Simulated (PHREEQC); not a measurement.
Consider water at 10 °C and 500 atm with 140 mmol/kgw HF, 140 mmol/kgw NH4F, 19 mmol/kgw H2SiF6 and 1 mmol/kgw H2SO4. Closed to the air; pH follows from the charge balance.

The numbers come from PHREEQC with the ion-association model, phreeqc.dat.

```tsv
quantity	before	after
pH	2.50	2.75
ionic strength (mol/kgw)	0.163	0.231
HF (mol/kgw)	0.146	0.132
F- (mol/kgw)	0.0743	0.127
SO4-2 (mol/kgw)	0.000641	0.000596
```

Problem. What was changed between the two runs?
A) NH4F from 0.14 to 0.21 mol/kgw
B) HF left out
C) temperature from 10 to 50 °C
D) 0.0026 mol/kgw NaHCO3 added
E) diluted 10-fold with water

Solution. A, NH4F from 0.14 to 0.21 mol/kgw

This is a speciation only: nothing precipitates in the calculation. Under pressure, the constants of complexes without a molar volume in the database are unreliable. At this temperature some constants are extrapolated from 25 °C, and those without enthalpy data are left unchanged. SiF6-2 is the database's only silicon fluoride.
